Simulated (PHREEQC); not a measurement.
Make-up at 20 °C: 0.0011 mol Al2(SO4)3, 0.033 mol NiCl2, 0.00043 mol H2SO4 and 9.3e-05 mol Na2SO4 per kg of water. Closed to the air; pH follows from the charge balance.

Equilibrium calculation in PHREEQC: ion-association model, wateq4f.dat.

| quantity | before | after |
|---|---|---|
| pH | 3.17 | 4.07 |
| ionic strength (mol/kgw) | 0.103 | 0.0111 |
| SO4-2 (mol/kgw) | 0.00176 | 0.000269 |
| Al+3 (mol/kgw) | 0.00151 | 0.000168 |
| AlSO4+ (mol/kgw) | 0.000668 | 4.22e-5 |
| HSO4- (mol/kgw) | 4.97e-5 | 1.48e-6 |
| SI of Gibbsite (Al(OH)3) | -2.46 | -0.34 |
| SI of Boehmite (AlOOH) | -3.00 | -0.88 |

### Question
Which change was made?
A. NiCl2 replaced by (CH3)4NCl at the same molality
B. temperature from 20 to 75 °C
C. NiCl2 replaced by NaCl at the same molality
D. diluted 10-fold with water
E. Al2(SO4)3 from 0.0011 to 0.011 mol/kgw

### Answer
D, diluted 10-fold with water

Precipitation was switched off in this run.
